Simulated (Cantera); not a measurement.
A freely propagating, adiabatic, planar premixed flame of CO : H₂ : CH₄ : O₂ : N₂ : CO₂ = 1 : 1.1 : 0.056 : 0.968 : 2.61 : 0.47 (molar parts), equivalence ratio 1.2, unburnt at 500 K and 1.01 bar; mixture-averaged transport, grid criteria slope 0.08 and curve 0.16, no radiation.

Cantera simulation using GRI-Mech 3.0 (53 species, 325 reactions); the numbers are that mechanism's predictions, not measurements. Burning velocities carry a grid error of a few per cent, more on coarse grids.

Q: Predict: laminar burning velocity; thermal thickness; peak x(C₂H₆); peak x(C₂H₄); peak x(H₂O₂).

A: 
```json
{
 "laminar_burning_velocity": "343 cm/s",
 "thermal_thickness": "0.394 mm",
 "peak x(C₂H₆)": "1.37e-6",
 "peak x(C₂H₄)": "1.23e-6",
 "peak x(H₂O₂)": "3.71e-5"
}
```
